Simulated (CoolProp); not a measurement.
Ammonia along the isotherm 291.1 K: fugacity coefficient from the reference equation and from simpler models built on Tc = 405.6 K, pc = 11360 kPa, ω = 0.256; each cubic takes its own stable root.

Values from CoolProp's reference Helmholtz-energy equation of state, Gao 2020.

```json
[
 {"p (kPa)": "2580", "phase": "liquid", "reference": "0.2883"},
 {"p (kPa)": "5170", "phase": "liquid", "reference": "0.1482"},
 {"p (kPa)": "7750", "phase": "liquid", "reference": "0.1018"},
 {"p (kPa)": "10300", "phase": "liquid", "reference": "0.07886"},
 {"p (kPa)": "12900", "phase": "liquid", "reference": "0.06485"},
 {"p (kPa)": "15500", "phase": "liquid", "reference": "0.05557"},
 {"p (kPa)": "18100", "phase": "liquid", "reference": "0.04900"},
 {"p (kPa)": "20700", "phase": "liquid", "reference": "0.04411"},
 {"p (kPa)": "23200", "phase": "liquid", "reference": "0.04047"},
 {"p (kPa)": "25800", "phase": "liquid", "reference": "0.03746"},
 {"p (kPa)": "28400", "phase": "liquid", "reference": "0.03503"}
]
```

### Question
How far does each simpler model (Redlich-Kwong, Peng-Robinson) lie from the reference over these 11 states: mean and median of the absolute difference, and the worst?

### Answer
- Redlich-Kwong: mean 59.5 %, median 59.5 %, worst +66.5 % at 291.1 K and 28400 kPa
- Peng-Robinson: mean 4.1 %, median 4.1 %, worst +5.8 % at 291.1 K and 28400 kPa
